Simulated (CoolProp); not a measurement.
A single-stage vapour-compression cycle with the fluid: evaporating at 200.15 K (dew point), condensing at 268.15 K (bubble point), superheat 8 K, subcooling 5 K, compressor efficiency 0.7, no pressure losses. The same conditions are run with several fluids, on thermodynamics alone (safety and materials aside).

Values from CoolProp's reference Helmholtz-energy equation of state of each fluid (hydrogen chloride: Thol 2018; propylene: Lemmon 2013; R13: Platzer 1990; carbonyl sulfide: Lemmon 2006). The equations of Platzer and Polt are older, rougher fits.

| fluid | cooling COP | pressure ratio | discharge temperature (K) | refrigerating effect (kJ/kg) | volumetric capacity (kJ/m³) |
|---|---|---|---|---|---|
| hydrogen chloride | 1.40 | 11.9 | 503.8 | 327 | ? |
| propylene | 1.60 | ? | ? | 335 | ? |
| R13 | 1.39 | 11.1 | 326.4 | ? | ? |
| carbonyl sulfide | 1.56 | 18.2 | ? | 253 | ? |

Task: Fill in the missing entries.

Result: 
- hydrogen chloride, volumetric capacity (kJ/m³): 1370
- propylene, pressure ratio: 18.6
- propylene, discharge temperature (K): 355.4
- propylene, volumetric capacity (kJ/m³): 223
- R13, refrigerating effect (kJ/kg): 86.6
- R13, volumetric capacity (kJ/m³): 854
- carbonyl sulfide, discharge temperature (K): 442.0
- carbonyl sulfide, volumetric capacity (kJ/m³): 272
